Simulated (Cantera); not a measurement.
Reactions in the system C-H-O-Ta

Standard-state values (1 bar) from the NASA 1993 polynomials, evaluated with Cantera. Values are per mole of reaction as written; species without (g) are pure solids or liquids, kept so even where they would boil at 1 bar. TaC: taken at fixed stoichiometry.

3 TaC + 4 H2O(g) ⇌ 3 Ta + C3H8(g) + 4 O(g)

```
T (K)  ΔH° (kJ)  ΔS° (J/K)  ΔG° (kJ)  log10 K
-----  --------  ---------  --------  -------
2500     2325.5      181.7    1871.3   -39.10
2550     2326.0      181.9    1862.2   -38.14
2600     2326.5      182.1    1853.1   -37.23
2650     2327.0      182.3    1844.0   -36.35
2700     2327.5      182.4    1834.9   -35.50
2750     2328.0      182.6    1825.7   -34.68
2800     2328.4      182.8    1816.6   -33.89
```
